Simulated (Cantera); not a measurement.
**Thermodynamics of silicon nitride deposition, feed SiHCl3 + N2 + NH3**

Input: 1 mol SiHCl3, 72 mol N2, 0.33 mol NH3, held at 10.0 mbar.

These are equilibrium values from Cantera (NASA tables, ideal gas, pure condensed phases), not measurements of a reactor. Candidate condensed phases: NH4Cl, Si, Si3N4; 28 gas species. The tables' values for SiCl3, SiCl, SiN are old estimates; treat these amounts as uncertain. Kinetics and transport are ignored.

```json
[
 {"T (°C)": "500", "log p N2": "-2.01", "log p HCl": "-3.68", "log p SiCl2": "-12.53", "log p H2": "-4.53", "log p SiCl4": "-4.31", "n Si3N4(s)": "0.212"},
 {"T (°C)": "600", "log p N2": "-2.01", "log p HCl": "-3.66", "log p SiCl2": "-10.34", "log p H2": "-4.61", "log p SiCl4": "-4.33", "n Si3N4(s)": "0.219"},
 {"T (°C)": "700", "log p N2": "-2.01", "log p HCl": "-3.64", "log p SiCl2": "-8.61", "log p H2": "-4.68", "log p SiCl4": "-4.35", "n Si3N4(s)": "0.223"},
 {"T (°C)": "800", "log p N2": "-2.01", "log p HCl": "-3.63", "log p SiCl2": "-7.21", "log p H2": "-4.73", "log p SiCl4": "-4.37", "n Si3N4(s)": "0.226"},
 {"T (°C)": "900", "log p N2": "-2.01", "log p HCl": "-3.63", "log p SiCl2": "-6.06", "log p H2": "-4.78", "log p SiCl4": "-4.39", "n Si3N4(s)": "0.226"},
 {"T (°C)": "1000", "log p N2": "-2.01", "log p HCl": "-3.63", "log p SiCl2": "-5.12", "log p H2": "-4.79", "log p SiCl4": "-4.47", "n Si3N4(s)": "0.216"},
 {"T (°C)": "1100", "log p N2": "-2.01", "log p HCl": "-3.64", "log p SiCl2": "-4.44", "log p H2": "-4.71", "log p SiCl4": "-4.77", "n Si3N4(s)": "0.173"},
 {"T (°C)": "1200", "log p N2": "-2.01", "log p HCl": "-3.69", "log p SiCl2": "-4.09", "log p H2": "-4.49", "log p SiCl4": "-5.51", "n Si3N4(s)": "0.104"},
 {"T (°C)": "1300", "log p N2": "-2.01", "log p HCl": "-3.80", "log p SiCl2": "-3.94", "log p H2": "-4.27", "log p SiCl4": "-6.44", "n Si3N4(s)": "0.0377"},
 {"T (°C)": "1400", "log p N2": "-2.01", "log p HCl": "-3.88", "log p SiCl2": "-3.88", "log p H2": "-4.17", "log p SiCl4": "-7.23", "n Si3N4(s)": "0"},
 {"T (°C)": "1500", "log p N2": "-2.01", "log p HCl": "-3.88", "log p SiCl2": "-3.88", "log p H2": "-4.18", "log p SiCl4": "-7.73", "n Si3N4(s)": "0"},
 {"T (°C)": "1600", "log p N2": "-2.02", "log p HCl": "-3.89", "log p SiCl2": "-3.89", "log p H2": "-4.18", "log p SiCl4": "-8.19", "n Si3N4(s)": "0"},
 {"T (°C)": "1700", "log p N2": "-2.02", "log p HCl": "-3.88", "log p SiCl2": "-3.91", "log p H2": "-4.21", "log p SiCl4": "-8.58", "n Si3N4(s)": "0"}
]
```
log p: log10 of the partial pressure in bar; n: condensed amount in mol.

From 500 °C to 1300 °C the condensed part is Si3N4(s). From 1400 °C to 1700 °C nothing is condensed. The main Si-bearing gas is SiCl4 at 500 °C and SiCl2 at 1700 °C.
